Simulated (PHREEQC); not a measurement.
A solution holds 0.12 mol/kgw KH2PO4, 0.0003 mol/kgw NH3 and 0.0011 mol/kgw KCl, at 20 °C. Closed to the air; pH follows from the charge balance.

Model: ion-association model, wateq4f.dat, run in PHREEQC.

```json
[
 {"quantity": "pH", "before": "4.59", "after": "9.95"},
 {"quantity": "ionic strength (mol/kgw)", "before": "0.122", "after": "0.121"},
 {"quantity": "NH3 (mol/kgw)", "before": "3.55e-9", "after": "0.000220"}
]
```

Problem. Which change was made?
A) KCl from 0.0011 to 0.00022 mol/kgw
B) 0.0062 mol/kgw NaBr added
C) KH2PO4 replaced by KI at the same molality
D) KCl left out

Solution. C, KH2PO4 replaced by KI at the same molality

Precipitation was switched off in this run. H3PO4, which wateq4f.dat lacks, is added to it with the constant of phreeqc.dat.
